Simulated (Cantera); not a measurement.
Feed: 1 mol SiHCl3, 0.034 mol Cl2, 220 mol N2, at 1302 °C and 1800 Pa.

Cantera equilibrium calculation (NASA polynomials, part measured and part estimated; ideal gas, pure solids and liquids). Candidate condensed phases: NH4Cl, Si, Si3N4; 28 gas species. The tables' values for SiCl3 are old estimates; treat these amounts as uncertain. Kinetics and transport are ignored.

Base state: N2 0.991, HCl 0.00425, SiCl2 0.00411, SiCl3 0.000329, H2 0.000125, Cl 9.34e-5, SiCl4 6.91e-5 (mole fractions); condensed: gas only.

Problem. What changes in the equilibrium state with this change: temperature from 1302 °C to 1025 °C?

Solution. 
```csv
species,before,after
N2,0.991,0.993
HCl,0.00425,0.00436
SiCl4,6.91e-5,0.00179
SiCl2,0.00411,0.000555
Cl,9.34e-5,3.27e-6
H2,0.000125,8.06e-5
SiCl3,0.000329,0.000408
"Si3N4(s), mol",0,0.130
```
N2 is the only nitrogen source here; it is nearly inert below about 1500 K, so the nitride shown seldom forms there in practice.

Problem. What changes in the equilibrium state with this change: pressure from 1800 Pa to 13300 Pa?

Solution. 
```tsv
species	before	after
N2	0.991	0.991
HCl	0.00425	0.00409
SiCl2	0.00411	0.00351
SiCl3	0.000329	0.000572
Cl	9.34e-5	2.56e-5
SiCl4	6.91e-5	0.000244
H2	0.000125	0.000208
Si3N4(s), mol	0	0.0134
```
